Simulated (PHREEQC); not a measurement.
A solution holds 0.11 mol HCl, 0.0017 mol Al2(SO4)3, 0.00015 mol MgSO4 and 0.063 mol KCl per kg of water, at 25 °C. Closed to the air; pH follows from the charge balance.

Equilibrium calculation in PHREEQC: ion-association model, phreeqc.dat.

Question: The ionic strength comes out as 0.189 mol/kgw. What activity coefficients do K+, Al(SO4)2-, AlSO4+, HSO4-, SO4-2 get?

Answer: K+ 0.72, Al(SO4)2- 0.73, AlSO4+ 0.73, HSO4- 0.75, SO4-2 0.30.

No solid was allowed to form. Species that the database lacks are ignored.
